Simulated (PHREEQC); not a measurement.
Dissolve 0.00057 mol/kgw PbCl2, 0.00016 mol/kgw KBr and 0.0002 mol/kgw Na2SO4 at 67 °C. Closed to the air; pH follows from the charge balance.

The numbers come from PHREEQC with the ion-association model, phreeqc.dat.

Question: The ionic strength comes out as 0.00225 mol/kgw. What activity coefficients do Na+, H+, SO4-2, PbBr+, PbOH+ get?

Answer: Na+ 0.94, H+ 0.95, SO4-2 0.80, PbBr+ 0.94, PbOH+ 0.94.

This is a speciation only: nothing precipitates in the calculation. Saturation is exceeded, for instance for Pb(OH)2, Anglesite; the values hold only as long as no solid forms. Species that the database lacks are ignored. Constants without temperature data keep their 25 °C values here.
